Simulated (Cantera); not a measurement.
Feed: 1 mol FeS2, 14 mol H2, held at 1425 K and 0.133 bar.

Method: chemical equilibrium by Gibbs-energy minimisation in Cantera with the NASA 1993 tables (ideal gas, pure condensed phases). Candidate condensed phases: Fe, FeS, FeS2, S; 8 gas species. FeS: taken at fixed stoichiometry. Equilibrium is a limit: real reactors are often held back by kinetics, nucleation or transport.

Question: What is the equilibrium state?

Answer: 
| Quantity | Result |
|---|---|
| x(H2) | 0.930 |
| x(H2S) | 0.0680 |
| x(S2) | 0.00142 |
| x(SH) | 0.000430 |
| x(H) | 1.80e-5 |
| x(S) | 1.68e-6 |
| n(FeS(s)) | 1.00 mol |
| gas amount | 14.02 mol |
| log10 activity of Fe(γ) (absent) | -0.78 |
| log10 activity of S(l) (absent) | -2.99 |
